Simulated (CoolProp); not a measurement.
Computed with CoolProp (reference Helmholtz-energy equation of state, Fiedler 2023).

**Question.** For tetrahydrofuran, give the phase and the density (kg/m³), cp (kJ/(kg K)), isothermal compressibility (1/MPa) at 123.25 °C and 4.61 bar; -32.15 °C and 86.6 bar.

**Answer.** 
- 123.25 °C and 4.61 bar: gas; density 11.0, cp 1.53, isothermal compressibility 2.39
- -32.15 °C and 86.6 bar: liquid; density 949, cp 1.54, isothermal compressibility 0.000610
